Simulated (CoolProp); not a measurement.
Dodecamethylpentasiloxane (MD3M) along the isobar 213 kPa: density (kg/m³) from the reference equation and from simpler models built on Tc = 628.0 K, pc = 954.0 kPa, ω = 0.730; each cubic takes its own stable root.

The numbers come from the reference Helmholtz-energy equation of state, Thol 2019 in CoolProp.

```json
[
 {"T (K)": "299.1", "phase": "liquid", "reference": "869.2"},
 {"T (K)": "325.8", "phase": "liquid", "reference": "843.5"},
 {"T (K)": "352.5", "phase": "liquid", "reference": "817.6"},
 {"T (K)": "379.3", "phase": "liquid", "reference": "791.1"},
 {"T (K)": "406", "phase": "liquid", "reference": "764.2"},
 {"T (K)": "432.8", "phase": "liquid", "reference": "736.2"},
 {"T (K)": "459.5", "phase": "liquid", "reference": "707.0"},
 {"T (K)": "486.3", "phase": "liquid", "reference": "675.7"},
 {"T (K)": "513", "phase": "liquid", "reference": "641.8"},
 {"T (K)": "539.8", "phase": "gas", "reference": "22.28"},
 {"T (K)": "566.5", "phase": "gas", "reference": "20.25"},
 {"T (K)": "593.3", "phase": "gas", "reference": "18.72"},
 {"T (K)": "620", "phase": "gas", "reference": "17.50"}
]
```

### Question
How far does each simpler model (van der Waals, Redlich-Kwong, Peng-Robinson) lie from the reference over these 13 states: mean and median of the absolute difference, and the worst?

### Answer
- van der Waals: mean 44.7 %, median 45.2 %, worst -96.6 % at 513 K and 213 kPa
- Redlich-Kwong: mean 20.6 %, median 19.5 %, worst -96.5 % at 513 K and 213 kPa
- Peng-Robinson: mean 1.3 %, median 0.5 %, worst -5.1 % at 299.1 K and 213 kPa

At some of these states van der Waals, Redlich-Kwong gives the other phase, because its saturation line lies elsewhere.
